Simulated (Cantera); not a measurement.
**Adiabatic ignition**

An adiabatic, constant-pressure homogeneous reactor starts with 14.4 % CH₃OH, 13.5 % O₂, 50.6 % N₂, 21.6 % H₂O, equivalence ratio 1.6, at 1125 K and 5.00 bar.

Cantera simulation using GRI-Mech 3.0 (53 species, 325 reactions); the numbers are that mechanism's predictions, not measurements. GRI-Mech 3.0 was tuned for natural gas; its chemistry of methanol as a main component is partial and can be far from experiment.

```
t (s)     T (K)  x CH₃OH     x O₂  x H₂O     x H₂     x NO
--------  -----  -------  -------  -----  -------  -------
2.00e-6    1125    0.144    0.135  0.216  3.18e-9   <1e-12
8.60e-6    1125    0.144    0.135  0.216  1.51e-8   <1e-12
3.69e-5    1125    0.144    0.135  0.216  7.10e-8   <1e-12
0.000159   1125    0.144    0.135  0.216  3.31e-7   <1e-12
0.000682   1125    0.144    0.135  0.216  1.88e-6   <1e-12
0.00293    1125    0.144    0.135  0.216  3.20e-5   <1e-12
0.0126     2251   <1e-12  1.16e-5  0.361   0.0742  1.51e-5
0.0541     2250   <1e-12  1.16e-5  0.361   0.0742  5.73e-5
0.233      2250   <1e-12  1.15e-5  0.361   0.0742  7.83e-5
1.00       2250   <1e-12  1.15e-5  0.361   0.0742  7.83e-5
```
x: mole fraction; the columns are a selection and need not sum to one.

The time of steepest temperature rise is 6.62 ms. The temperature at 1.00 s is 2250 K. The equilibrium temperature comes out as 2250 K and the x(CH₃OH) at 1.00 s is <1e-12 (gas-phase equilibrium <1e-12). The x(O₂) at 1.00 s comes out as 1.15e-5 (gas-phase equilibrium 1.15e-5) and the x(H₂O) at 1.00 s comes out as 0.361 (gas-phase equilibrium 0.361).
